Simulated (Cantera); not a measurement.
What does this Cantera script print?

```python
import numpy as np
import cantera as ct

gas_names = [...]  # 123 gases of nasa_gas.yaml made of C, H, O, Si
cond_names = """
    C(gr) C6H6(L) C7H8(L) C8H18(L),n-octa H2O(s) H2O(L) Si(cr) Si(L) SiC(b) SiO2(Lqz) SiO2(hqz) SiO2(L)
""".split()


# ... load() reads the species with a 1 bar reference pressure and builds the phases ...
atoms = {
    'SiC': {'Si': 1, 'C': 1},
    'H2O': {'H': 2, 'O': 1},
    'H2': {'H': 2},
}
top_T = {'C(gr)': 4500, 'SiC(b)': 3050}  # K; cautious upper limits of use, not melting points


# ... equilibrate(T, P, feed) seeds the gas with the atoms and calls Mixture.equilibrate('TP', solver="vcs", rtol=1e-11, max_steps=5000) ...
results = []
T = 1550  # K
P = 8.9  # Pa
for m in [0.0031, 0.0057, 0.011, 0.02, 0.036, 0.067, 0.12, 0.23, 0.42, 0.78, 1.4]:
    feed = {'SiC': 1, 'H2O': m, 'H2': 170}  # mol
    mix = equilibrate(T, P, feed)
    results.append((T, P, feed, dict(zip(mix.species_names, mix.species_moles))))
    x = sorted(zip(gas.X, gas.species_names), reverse=True)
    print(f"T = {T:g} K  P = {P:g} Pa  n(H2O) = {m:g} mol  gas = {mix.phase_moles(0):.4g} mol")
    print("   x: " + "  ".join(f"{s} {v:.3e}" for v, s in x if v > 1e-05))
    print("   condensed (mol): " + ("  ".join(f"{mix.phase(i).name} {mix.phase_moles(i):.4g}"
          for i in range(1, mix.n_phases) if mix.phase_moles(i) > 1e-12) or "none"))
```

It prints:

```
T = 1550 K  P = 8.9 Pa  n(H2O) = 0.0031 mol  gas = 170.3 mol
   x: H2 9.966e-01  H 3.333e-03  CO 1.713e-05  Si 1.676e-05
   condensed (mol): SiC(b) 0.9969
T = 1550 K  P = 8.9 Pa  n(H2O) = 0.0057 mol  gas = 170.3 mol
   x: H2 9.966e-01  H 3.333e-03  CO 2.939e-05  Si 2.501e-05
   condensed (mol): SiC(b) 0.9949
T = 1550 K  P = 8.9 Pa  n(H2O) = 0.011 mol  gas = 170.3 mol
   x: H2 9.966e-01  H 3.333e-03  CO 5.049e-05  Si 3.545e-05  SiO 1.410e-05
   condensed (mol): SiC(b) 0.9913
T = 1550 K  P = 8.9 Pa  n(H2O) = 0.02 mol  gas = 170.3 mol
   x: H2 9.965e-01  H 3.333e-03  CO 8.161e-05  Si 4.444e-05  SiO 3.581e-05
   condensed (mol): SiC(b) 0.9861
T = 1550 K  P = 8.9 Pa  n(H2O) = 0.036 mol  gas = 170.4 mol
   x: H2 9.964e-01  H 3.332e-03  CO 1.324e-04  SiO 7.892e-05  Si 5.179e-05
   condensed (mol): SiC(b) 0.9774
T = 1550 K  P = 8.9 Pa  n(H2O) = 0.067 mol  gas = 170.4 mol
   x: H2 9.962e-01  H 3.332e-03  CO 2.263e-04  SiO 1.668e-04  Si 5.759e-05
   condensed (mol): SiC(b) 0.9614
T = 1550 K  P = 8.9 Pa  n(H2O) = 0.12 mol  gas = 170.5 mol
   x: H2 9.959e-01  H 3.332e-03  CO 3.835e-04  SiO 3.202e-04  Si 6.129e-05
   condensed (mol): SiC(b) 0.9346
T = 1550 K  P = 8.9 Pa  n(H2O) = 0.23 mol  gas = 170.8 mol
   x: H2 9.953e-01  H 3.331e-03  CO 7.065e-04  SiO 6.405e-04  Si 6.387e-05
   condensed (mol): SiC(b) 0.8793
T = 1550 K  P = 8.9 Pa  n(H2O) = 0.42 mol  gas = 171.1 mol
   x: H2 9.941e-01  H 3.329e-03  CO 1.261e-03  SiO 1.193e-03  Si 6.526e-05
   condensed (mol): SiC(b) 0.7842
T = 1550 K  P = 8.9 Pa  n(H2O) = 0.78 mol  gas = 171.9 mol
   x: H2 9.921e-01  H 3.325e-03  CO 2.303e-03  SiO 2.235e-03  Si 6.608e-05
   condensed (mol): SiC(b) 0.6041
T = 1550 K  P = 8.9 Pa  n(H2O) = 1.4 mol  gas = 173.1 mol
   x: H2 9.885e-01  CO 4.078e-03  SiO 4.010e-03  H 3.319e-03  Si 6.651e-05
   condensed (mol): SiC(b) 0.294
```

Method: chemical equilibrium by Gibbs-energy minimisation in Cantera with the NASA 1993 tables (ideal gas, pure condensed phases).
